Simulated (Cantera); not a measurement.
**Counterflow diffusion flame**

A counterflow diffusion flame at 1.00 bar, nozzles 20 mm apart: fuel side CO : H2 : CH4 = 1 : 0.22 : 0.12 (molar parts) at 575 K, oxidiser side O2 : N2 = 0.28 : 0.72 (molar parts) at 648 K, fuel mass flux 0.86 times the oxidiser's; mixture-averaged transport, no radiation.

Model: GRI-Mech 3.0 (53 species, 325 reactions), integrated in Cantera. GRI-Mech 3.0 has no aromatics or soot, which form on the fuel side of real flames. The maximum strain rate includes the flame's own expansion and is several times the mean.

```tsv
oxidiser flux (kg/m²/s)	max strain (1/s)	mean strain (1/s)	T max (K)	peak x OH	peak x H	peak x NO	peak x CO	peak x C2H2
0.6	380	110	2405	0.0158	0.00925	0.000546	0.754	0.00401
0.81	502	148	2364	0.0158	0.0101	0.000407	0.754	0.00414
1.1	669	201	2322	0.0158	0.0109	0.000307	0.754	0.00425
1.5	897	275	2280	0.0157	0.0119	0.000238	0.754	0.00434
2	1180	366	2241	0.0155	0.0128	0.000193	0.753	0.00438
2.7	1570	495	2203	0.0152	0.0137	0.000157	0.753	0.00437
3.6	2070	659	2166	0.0149	0.0146	0.000130	0.754	0.00428
4.9	2780	897	2129	0.0144	0.0154	0.000106	0.754	0.00409
6.6	3700	1210	2094	0.0138	0.0162	8.55e-5	0.754	0.00382
```
x: mole fraction; the columns are a selection and need not sum to one.
